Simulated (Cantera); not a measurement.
Feed: 1 mol CaF₂, 310 mol N₂, equilibrated at 3.50e-5 bar.

Method: chemical equilibrium by Gibbs-energy minimisation in Cantera with the NASA 1993 tables (ideal gas, pure condensed phases). Candidate condensed phases: Ca, CaF₂; 11 gas species. The numbers say what is thermodynamically allowed, not how fast it happens.

Q: Which condensed phases are stable at each of these points (T (°C)): 727, 827, 927, 1027, 1127, 1227, 1327, 1427, 1527, 1627, 1727, 1827, 1927?

A: 
```json
[
 {"T (°C)": "727", "condensed phases": "CaF₂(s)", "Ca condensed (%)": "100.0"},
 {"T (°C)": "827", "condensed phases": "CaF₂(s)", "Ca condensed (%)": "100.0"},
 {"T (°C)": "927", "condensed phases": "CaF₂(s)", "Ca condensed (%)": "99.5"},
 {"T (°C)": "1027", "condensed phases": "CaF₂(s)", "Ca condensed (%)": "87.2"},
 {"T (°C)": "1127", "condensed phases": "gas only", "Ca condensed (%)": "0.0"},
 {"T (°C)": "1227", "condensed phases": "gas only", "Ca condensed (%)": "0.0"},
 {"T (°C)": "1327", "condensed phases": "gas only", "Ca condensed (%)": "0.0"},
 {"T (°C)": "1427", "condensed phases": "gas only", "Ca condensed (%)": "0.0"},
 {"T (°C)": "1527", "condensed phases": "gas only", "Ca condensed (%)": "0.0"},
 {"T (°C)": "1627", "condensed phases": "gas only", "Ca condensed (%)": "0.0"},
 {"T (°C)": "1727", "condensed phases": "gas only", "Ca condensed (%)": "0.0"},
 {"T (°C)": "1827", "condensed phases": "gas only", "Ca condensed (%)": "0.0"},
 {"T (°C)": "1927", "condensed phases": "gas only", "Ca condensed (%)": "0.0"}
]
```

From 727 °C to 1027 °C the condensed part is CaF₂(s). From 1127 °C to 1927 °C nothing is condensed.
